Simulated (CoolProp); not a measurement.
A closed Brayton cycle with dry air: compressor inlet 327.15 K and 0.49 MPa, high pressure 1.45 MPa, turbine inlet 785 K, compressor efficiency 0.85, turbine efficiency 0.93, recuperator effectiveness 0 (on enthalpy, no pinch check). Each further row changes one setting.

The numbers come from the reference Helmholtz-energy equation of state, Lemmon 2000 in CoolProp. It is a pseudo-pure fit of the blend.

```csv
case,thermal efficiency (%),net work (kJ/kg),compressor to turbine work,compressor exit (K),turbine exit (K)
as stated,[?],57.4,0.71,466.0,600.8
turbine inlet 735 K,15.7,44.5,0.76,466.0,561.1
compressor inlet 337.15 K,[?],53.1,0.73,480.0,600.8
high pressure 1.23 MPa,15.2,55.2,0.68,442.3,[?]
recuperator effectiveness 0.5,[?],57.4,0.71,466.0,600.8
```

### Question
Complete the blanks.

### Answer

- as stated, thermal efficiency (%): 16.9
- compressor inlet 337.15 K, thermal efficiency (%): 16.4
- high pressure 1.23 MPa, turbine exit (K): 625.9
- recuperator effectiveness 0.5, thermal efficiency (%): 21.4
